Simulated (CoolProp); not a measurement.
Vapour-liquid equilibrium of acetone (1) + n-nonane (2) at 121.75 °C; x and y are mole fractions of (1).

Computed with CoolProp (multi-fluid Helmholtz-energy mixture model, Lemmon 2006 and Lemmon 2006; pair parameters Bell 2016).

Give the bubble pressure and the first vapour's composition at x = 0.05, 0.15, 0.95. Is there an azeotrope?

x = 0.05: 0.1144 MPa, y = 0.619; x = 0.15: 0.2270 MPa, y = 0.813; x = 0.95: 0.6028 MPa, y = 0.987. No azeotrope shows between x = 0.05 and 0.95.

The pair parameters rest on a limited set of measurements; away from them the model extrapolates. With so large a gap from Raoult's law the liquid may split in two, which this calculation doesn't test in full.
